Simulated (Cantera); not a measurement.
Feed: 1 mol SiO₂, 53 mol HCl, 0.5 mol H₂, at 1375 K and 61.0 Pa.

Cantera equilibrium calculation (NASA polynomials, part measured and part estimated; ideal gas, pure solids and liquids). Candidate condensed phases: H₂O, Si, SiO₂; 30 gas species. The tables hold silica as quartz up to 1696 K and as liquid above; real silica turns to tridymite and cristobalite and melts near 1996 K. Rates play no part.

Base state: HCl 0.989, H₂ 0.00989, Cl 0.00114, H₂O 7.65e-5, SiCl₄ 2.79e-5, H 1.38e-5 (mole fractions); condensed: SiO₂(β-quartz).

Problem. What changes in the equilibrium state with this change: SiO₂ replaced by CaO?

Solution. 
| species | before | after |
|---|---|---|
| HCl | 0.989 | 0.952 |
| CaCl₂ | 0 | 0.0187 |
| H₂O | 7.65e-5 | 0.0187 |
| SiCl₄ | 2.79e-5 | 0 |
| Cl | 0.00114 | 0.00110 |
| H₂ | 0.00989 | 0.00989 |
| SiO₂(β-quartz), mol | 0.998 | 0 |
Further candidate phases: Ca, CaCl₂, CaO, Ca(OH)₂.
